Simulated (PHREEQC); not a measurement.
Make-up at 25 °C: 28 mmol/kgw H2SO4, 3.8 mmol/kgw Al2(SO4)3 and 20 mmol/kgw Na2SO4. Closed to the air; pH follows from the charge balance.

The numbers come from PHREEQC with the ion-association model, wateq4f.dat.

### Question
The ionic strength comes out as 0.102 mol/kgw. What activity coefficients do AlHSO4+2, Al+3, AlSO4+, H+, SO4-2 get?

### Answer
AlHSO4+2 0.37, Al+3 0.18, AlSO4+ 0.77, H+ 0.82, SO4-2 0.37.

This is a speciation only: nothing precipitates in the calculation. Complexes and solids missing from the database can't appear.
